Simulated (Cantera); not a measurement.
Charge: 1 mol CCl4, 0.26 mol CH4, held at 2248 K and 7.50 Torr.

Cantera equilibrium calculation (NASA polynomials, part measured and part estimated; ideal gas, pure solids and liquids). Candidate condensed phases: C, C6H6, C7H8, C8H18; 91 gas species. Kinetics and transport are ignored.

Base state: Cl 0.738, HCl 0.258, Cl2 0.00185, H 0.00136, H2 0.000345 (mole fractions); condensed: C(graphite).

**Question.** What changes in the equilibrium state with this change: CH4 from 0.26 to 0.007 mol?

**Answer.** 
```
species             before    after
----------------  --------  -------
Cl                   0.738    0.990
HCl                  0.258  0.00700
Cl2                0.00185  0.00332
H2                0.000345  1.41e-7
H                  0.00136  2.76e-5
C(graphite), mol      1.26     1.01
```
